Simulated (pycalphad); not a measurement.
# Effect of Si content in Al-Si-Mn

CALPHAD calculation (pycalphad, COST 507 light-alloy database (1999)), 1 atm. The data set is of 1999 and partly superseded. Amounts are mole fractions of atoms.

```
alloy                    liquidus (°C)   first solid  solidus (°C)                                 phases at 377 °C
-----------------------  -------------  ------------  ------------  -----------------------------------------------
Al-3.02Si-0.68Mn (at.%)            656  ALMNSI_ALPHA           576  FCC_A1 0.94, ALMNSI_ALPHA 0.04, DIAMOND_A4 0.02
Al-4.54Si-0.68Mn (at.%)            659  ALMNSI_ALPHA           576  FCC_A1 0.92, ALMNSI_ALPHA 0.04, DIAMOND_A4 0.04
Al-6.05Si-0.68Mn (at.%)            659  ALMNSI_ALPHA           576  FCC_A1 0.91, DIAMOND_A4 0.05, ALMNSI_ALPHA 0.04
Al-9.07Si-0.68Mn (at.%)              …  ALMNSI_ALPHA           576                                                …
Al-12.1Si-0.68Mn (at.%)            644  ALMNSI_ALPHA           576  FCC_A1 0.85, DIAMOND_A4 0.11, ALMNSI_ALPHA 0.04
Al-24.2Si-0.68Mn (at.%)            750    DIAMOND_A4           576  FCC_A1 0.73, DIAMOND_A4 0.24, ALMNSI_ALPHA 0.04
```

What belongs in the gaps?


- Al-9.07Si-0.68Mn (at.%), liquidus (°C): 654
- Al-9.07Si-0.68Mn (at.%), phases at 377 °C: FCC_A1 0.88, DIAMOND_A4 0.08, ALMNSI_ALPHA 0.04

Database names, with the compositions (at.%) that they take in these runs: ALMNSI_ALPHA: Al 70-72 Mn 17 Si 11-13. FCC_A1 is fcc; DIAMOND_A4 is diamond (Si).
